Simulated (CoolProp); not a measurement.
Vapour-liquid equilibrium of n-butane (1) + acetone (2) at 391.5 K; x and y are mole fractions of (1).

The numbers come from the multi-fluid Helmholtz-energy mixture model, Bücker 2006 and Lemmon 2006; pair parameters Bell 2016 in CoolProp.

```
x      bubble pressure, mixture model (MPa)  bubble pressure, Raoult's law (MPa)  y, mixture model  y, Raoult's law
-----  ------------------------------------  -----------------------------------  ----------------  ---------------
0.05                                 0.7714                               0.6606             0.247            0.163
0.125                                 1.021                               0.7781             0.441            0.345
0.2                                   1.228                               0.8956             0.547            0.480
0.275                                 1.398                                1.013             0.614            0.583
0.35                                  1.536                                1.131             0.661            0.665
0.425                                 1.649                                1.248             0.697            0.732
0.5                                   1.745                                1.366             0.728            0.787
0.575                                 1.829                                1.483             0.756            0.833
0.65                                  1.906                                1.601             0.786            0.873
0.725                                 1.977                                1.718             0.818            0.907
0.8                                   2.042                                1.836             0.855            0.937
0.875                                 2.097                                1.953             0.900            0.963
0.95                                  2.137                                2.071             0.955            0.986
```

The largest gap from Raoult's law is +38.0 % in bubble pressure, at x = 0.275. No azeotrope shows between x = 0.05 and 0.95.

The pair parameters rest on a limited set of measurements; away from them the model extrapolates.
